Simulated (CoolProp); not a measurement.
A Linde-Hampson liquefier for carbon monoxide: isothermal reversible compression at 230 K from 1 atm to 10 MPa, throttling to 1 atm, return gas leaving the recuperator 10 K below the feed. Each further row changes one setting.

Computed with CoolProp (reference Helmholtz-energy equation of state, Lemmon 2006). It is a short technical equation, of lower accuracy than the large ones.

```
case                        liquid yield per pass  compression work (kJ/kg of gas)
--------------------------  ---------------------  -------------------------------
as stated                                   0.084                              305
high pressure 20 MPa                        0.156                              348
warm-end temperature 260 K                  0.053                              349
warm-end gap 15 K                           0.071                              305
```
